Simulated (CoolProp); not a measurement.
R142b along the isobar 47.5 bar: Z from the reference equation and from simpler models built on Tc = 410.3 K, pc = 40.55 bar, ω = 0.232; each cubic takes its own stable root.

Computed with CoolProp (reference Helmholtz-energy equation of state, Lemmon 2006). It is a short technical equation, of lower accuracy than the large ones.

```json
[
 {"T (K)": "387.3", "phase": "liquid", "reference": "0.1748", "Soave-Redlich-Kwong": "0.2072", "Peng-Robinson": "0.1845"},
 {"T (K)": "393.2", "phase": "liquid", "reference": "0.1784", "Soave-Redlich-Kwong": "0.2142", "Peng-Robinson": "0.1912"},
 {"T (K)": "399.1", "phase": "liquid", "reference": "0.1836", "Soave-Redlich-Kwong": "0.2237", "Peng-Robinson": "0.2003"},
 {"T (K)": "405", "phase": "liquid", "reference": "0.1912", "Soave-Redlich-Kwong": "0.2373", "Peng-Robinson": "0.2134"},
 {"T (K)": "410.9", "phase": "supercritical", "reference": "0.2045", "Soave-Redlich-Kwong": "0.2591", "Peng-Robinson": "0.2348"},
 {"T (K)": "416.8", "phase": "supercritical", "reference": "0.2407", "Soave-Redlich-Kwong": "0.3043", "Peng-Robinson": "0.2803"},
 {"T (K)": "422.8", "phase": "supercritical", "reference": "0.3809", "Soave-Redlich-Kwong": "0.4193", "Peng-Robinson": "0.3939"},
 {"T (K)": "428.7", "phase": "supercritical", "reference": "0.4746", "Soave-Redlich-Kwong": "0.5037", "Peng-Robinson": "0.4750"},
 {"T (K)": "434.6", "phase": "supercritical", "reference": "0.5320", "Soave-Redlich-Kwong": "0.5574", "Peng-Robinson": "0.5276"},
 {"T (K)": "440.5", "phase": "supercritical", "reference": "0.5746", "Soave-Redlich-Kwong": "0.5978", "Peng-Robinson": "0.5676"},
 {"T (K)": "446.4", "phase": "supercritical", "reference": "0.6089", "Soave-Redlich-Kwong": "0.6307", "Peng-Robinson": "0.6003"},
 {"T (K)": "452.3", "phase": "supercritical", "reference": "0.6377", "Soave-Redlich-Kwong": "0.6585", "Peng-Robinson": "0.6281"},
 {"T (K)": "458.2", "phase": "supercritical", "reference": "0.6626", "Soave-Redlich-Kwong": "0.6827", "Peng-Robinson": "0.6524"},
 {"T (K)": "464.1", "phase": "supercritical", "reference": "0.6845", "Soave-Redlich-Kwong": "0.7041", "Peng-Robinson": "0.6740"},
 {"T (K)": "470", "phase": "supercritical", "reference": "0.7040", "Soave-Redlich-Kwong": "0.7232", "Peng-Robinson": "0.6933"}
]
```
